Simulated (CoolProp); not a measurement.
Saturation properties of fluorine (Tc = 144.4 K, pc = 5.240 MPa, ω = 0.045).

The numbers come from the reference Helmholtz-energy equation of state, de Reuck 1990 in CoolProp.

```json
[
 {"T (K)": "92.6", "p (MPa)": "0.2233", "liquid cp (kJ/(kg K))": "1.542", "surface tension (mN/m)": "11.4"},
 {"T (K)": "96.3", "p (MPa)": "0.3131", "liquid cp (kJ/(kg K))": "1.562", "surface tension (mN/m)": "10.4"},
 {"T (K)": "100", "p (MPa)": "0.4275", "liquid cp (kJ/(kg K))": "1.585", "surface tension (mN/m)": "9.46"},
 {"T (K)": "103.8", "p (MPa)": "0.5745", "liquid cp (kJ/(kg K))": "1.615", "surface tension (mN/m)": "8.48"},
 {"T (K)": "107.5", "p (MPa)": "[?]", "liquid cp (kJ/(kg K))": "[?]", "surface tension (mN/m)": "7.55"},
 {"T (K)": "111.2", "p (MPa)": "0.9620", "liquid cp (kJ/(kg K))": "1.694", "surface tension (mN/m)": "6.64"},
 {"T (K)": "115", "p (MPa)": "1.221", "liquid cp (kJ/(kg K))": "1.752", "surface tension (mN/m)": "5.73"},
 {"T (K)": "118.7", "p (MPa)": "1.518", "liquid cp (kJ/(kg K))": "1.825", "surface tension (mN/m)": "[?]"},
 {"T (K)": "122.4", "p (MPa)": "[?]", "liquid cp (kJ/(kg K))": "1.926", "surface tension (mN/m)": "4.02"},
 {"T (K)": "126.1", "p (MPa)": "2.263", "liquid cp (kJ/(kg K))": "2.070", "surface tension (mN/m)": "3.22"},
 {"T (K)": "129.9", "p (MPa)": "2.734", "liquid cp (kJ/(kg K))": "2.297", "surface tension (mN/m)": "2.42"},
 {"T (K)": "133.6", "p (MPa)": "3.258", "liquid cp (kJ/(kg K))": "2.674", "surface tension (mN/m)": "1.69"},
 {"T (K)": "137.3", "p (MPa)": "3.852", "liquid cp (kJ/(kg K))": "3.439", "surface tension (mN/m)": "1.02"},
 {"T (K)": "141.1", "p (MPa)": "4.546", "liquid cp (kJ/(kg K))": "[?]", "surface tension (mN/m)": "0.401"}
]
```

Q: Complete the blanks.

A: 
- 107.5, p (MPa): 0.7502
- 107.5, liquid cp (kJ/(kg K)): 1.650
- 118.7, surface tension (mN/m): 4.86
- 122.4, p (MPa): 1.864
- 141.1, liquid cp (kJ/(kg K)): 5.997

It boils at 85.0 K under 1 atm.

Surface tension comes from a separate correlation (Mulero 2012).
